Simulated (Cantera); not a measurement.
# Low-pressure radical oxidation in H2/O2

An isothermal, constant-pressure homogeneous reactor starts with H2 : O2 : N2 = 0.017 : 1 : 0.0049 (molar parts), at 950 K and 0.0133 bar.

Computed with Cantera and GRI-Mech 3.0 (53 species, 325 reactions). Radical loss at walls, strong at low pressure, is not modelled.

```
t (s)         x H2   x O2       x H      x OH    x H2O2
--------  --------  -----  --------  --------  --------
1.00e-6     0.0166  0.979    <1e-12    <1e-12    <1e-12
5.68e-6     0.0166  0.979    <1e-12    <1e-12    <1e-12
3.23e-5     0.0166  0.979  1.11e-12    <1e-12    <1e-12
0.000184    0.0166  0.979  4.76e-12  2.19e-12    <1e-12
0.00104     0.0166  0.979  2.34e-11  3.14e-11    <1e-12
0.00593     0.0166  0.979   5.84e-9   9.46e-9    <1e-12
0.0337    0.000350  0.972   0.00111  0.000542   6.55e-8
0.192      1.04e-5  0.978   1.63e-5   9.29e-5   2.55e-8
1.09       3.72e-7  0.978   1.40e-7   1.90e-5   1.24e-8
6.19       1.46e-8  0.978   1.79e-9   4.49e-6   3.07e-9
35.2       1.09e-9  0.978  5.21e-11   1.38e-6  5.77e-10
200       1.33e-10  0.978  2.55e-12   5.05e-7  1.04e-10
```
x: mole fraction; the columns are a selection and need not sum to one.

Equilibrium at this temperature and pressure: H2 2.69e-12, O2 0.978, H <1e-12, OH 7.30e-8, H2O2 2.75e-12 (gas phase only).
